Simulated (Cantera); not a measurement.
A perfectly stirred reactor is fed with 15.2 % CH₃OH, 14.3 % O₂, 53.7 % N₂, 16.8 % CO₂, equivalence ratio 1.6, at 10.0 bar; it is adiabatic with a 650 K inlet, and is followed from long to short residence time, starting on the burning branch (τ in s: 0.24, 0.094, 0.037, 0.015, 0.0059, 0.0024, 0.00094, 0.00037, 0.00015, 5.9e-05, 2.4e-05, 9.4e-06, 3.7e-06).

Cantera simulation using GRI-Mech 3.0 (53 species, 325 reactions); the numbers are that mechanism's predictions, not measurements. GRI-Mech 3.0 was tuned for natural gas; its chemistry of methanol as a main component is partial and can be far from experiment.

Question: Predict: blow-out, bracketed by the residence times tried; x(CH₃OH) at τ = 0.240 s; x(O₂) at τ = 0.240 s; x(CO₂) at τ = 0.240 s; x(NO) at τ = 0.240 s; x(H₂O₂) at τ = 0.240 s; x(CH₃OH) at τ = 0.940 ms; x(O₂) at τ = 0.940 ms; x(CO₂) at τ = 0.940 ms; x(NO) at τ = 0.940 ms; x(H₂O₂) at τ = 0.940 ms.

Answer: 
* **blow-out, bracketed by the residence times tried**: burning at 59.0 µs, out at 24.0 µs
* **x(CH₃OH) at τ = 0.240 s**: 1.54e-6
* **x(O₂) at τ = 0.240 s**: 3.43e-5
* **x(CO₂) at τ = 0.240 s**: 0.165
* **x(NO) at τ = 0.240 s**: 2.38e-6
* **x(H₂O₂) at τ = 0.240 s**: 3.54e-9
* **x(CH₃OH) at τ = 0.940 ms**: 3.69e-5
* **x(O₂) at τ = 0.940 ms**: 0.000825
* **x(CO₂) at τ = 0.940 ms**: 0.165
* **x(NO) at τ = 0.940 ms**: 9.46e-6
* **x(H₂O₂) at τ = 0.940 ms**: 2.84e-7
